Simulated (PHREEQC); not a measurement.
Make-up at 45 °C: 90 mmol/kgw NH3, 5.1 mmol/kgw Na2SiO3 and 1.5 mmol/kgw K3PO4. Closed to the air; pH follows from the charge balance.

Equilibrium calculation in PHREEQC: ion-association model, phreeqc.dat.

Precipitation was switched off in this run.

Q: Estimate the pH.

A: pH 11.15.

Q: In which forms is P present?

A: HPO4-2 83 %, PO4-3 16 %, NaHPO4- 1.0 % of the P.

At this temperature some constants are extrapolated from 25 °C, and those without enthalpy data are left unchanged.
